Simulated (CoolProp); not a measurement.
Oxygen along the isobar 1.51 MPa: density (kg/m³) from the reference equation and from simpler models built on Tc = -118.6 °C, pc = 5.046 MPa, ω = 0.022; each cubic takes its own stable root.

Computed with CoolProp (reference Helmholtz-energy equation of state, Schmidt 1985). Above 300 K oxygen's equation is extrapolated.

```
T (°C)    phase  reference  van der Waals  Redlich-Kwong  Soave-Redlich-Kwong  Peng-Robinson
-------  ------  ---------  -------------  -------------  -------------------  -------------
-155.25  liquid      990.5          62.24          969.9                963.8           1092
-124.05     gas      44.39            [?]          44.46                44.46          45.05
-92.95      gas        [?]          34.45            [?]                  [?]          34.89
-61.85      gas      28.59          28.68          28.64                28.59          28.83
-30.65      gas      24.53          24.65          24.57                24.51          24.68
0.45        gas      21.54          21.65          21.58                21.52          21.65
31.65       gas      19.23          19.32          19.26                19.20          19.30
62.75       gas      17.38          17.46          17.41                17.36          17.43
```

Task: What belongs in the gaps?

Result: 
- -124.05, van der Waals: 43.62
- -92.95, reference: 34.49
- -92.95, Redlich-Kwong: 34.56
- -92.95, Soave-Redlich-Kwong: 34.53

At some of these states van der Waals gives the other phase, because its saturation line lies elsewhere.
